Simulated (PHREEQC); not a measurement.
Solution (81 °C): 0.0014 mol/kgw Cu(NO3)2, 6.8e-05 mol/kgw HNO3 and 0.084 mol/kgw FeCl3. Closed to the air; pH follows from the charge balance.

All values are PHREEQC results (ion-association model, phreeqc.dat), not measurements.

Each row changes one thing in this solution. No solid was allowed to form.

```json
[
 {"case": "as made", "pH": "1.66", "ionic strength (mol/kgw)": "0.331", "Cl- (mol/kgw)": "0.200", "FeCl+2 (mol/kgw)": "0.0468", "FeOH+2 (mol/kgw)": "0.0125", "Fe2(OH)2+4 (mol/kgw)": "0.00759", "SI of Goethite (FeOOH)": "+4.41", "SI of Hematite (Fe2O3)": "+11.04"},
 {"case": "diluted 2-fold with water", "pH": "1.78", "ionic strength (mol/kgw)": "0.179", "Cl- (mol/kgw)": "0.108", "FeCl+2 (mol/kgw)": "0.0167", "FeOH+2 (mol/kgw)": "0.0101", "Fe2(OH)2+4 (mol/kgw)": "0.00500", "SI of Goethite (FeOOH)": "+4.65", "SI of Hematite (Fe2O3)": "+11.54"},
 {"case": "temperature from 81 to 35 °C", "pH": "1.83", "ionic strength (mol/kgw)": "0.342", "Cl- (mol/kgw)": "0.198", "FeCl+2 (mol/kgw)": "0.0411", "FeOH+2 (mol/kgw)": "0.00579", "Fe2(OH)2+4 (mol/kgw)": "0.00575", "SI of Goethite (FeOOH)": "+4.09", "SI of Hematite (Fe2O3)": "+10.24"},
 {"case": "Cu(NO3)2 from 0.0014 to 0.00126 mol/kgw", "pH": "1.66", "ionic strength (mol/kgw)": "0.330", "Cl- (mol/kgw)": "0.201", "FeCl+2 (mol/kgw)": "0.0468", "FeOH+2 (mol/kgw)": "0.0125", "Fe2(OH)2+4 (mol/kgw)": "0.00759", "SI of Goethite (FeOOH)": "+4.41", "SI of Hematite (Fe2O3)": "+11.04"},
 {"case": "temperature from 81 to 60 °C", "pH": "1.73", "ionic strength (mol/kgw)": "0.334", "Cl- (mol/kgw)": "0.199", "FeCl+2 (mol/kgw)": "0.0460", "FeOH+2 (mol/kgw)": "0.00929", "Fe2(OH)2+4 (mol/kgw)": "0.00698", "SI of Goethite (FeOOH)": "+4.28", "SI of Hematite (Fe2O3)": "+10.72"},
 {"case": "Cu(NO3)2 replaced by Mn(NO3)2 at the same molality", "pH": "1.66", "ionic strength (mol/kgw)": "0.332", "Cl- (mol/kgw)": "0.201", "FeCl+2 (mol/kgw)": "0.0468", "FeOH+2 (mol/kgw)": "0.0125", "Fe2(OH)2+4 (mol/kgw)": "0.00758", "SI of Goethite (FeOOH)": "+4.41", "SI of Hematite (Fe2O3)": "+11.04"}
]
```

Some of these states are supersaturated (in Hematite (slow to form), Goethite (slow to form), for instance). Away from 25 °C the constants follow the database's enthalpies or fits; those with neither stay at their 25 °C values.
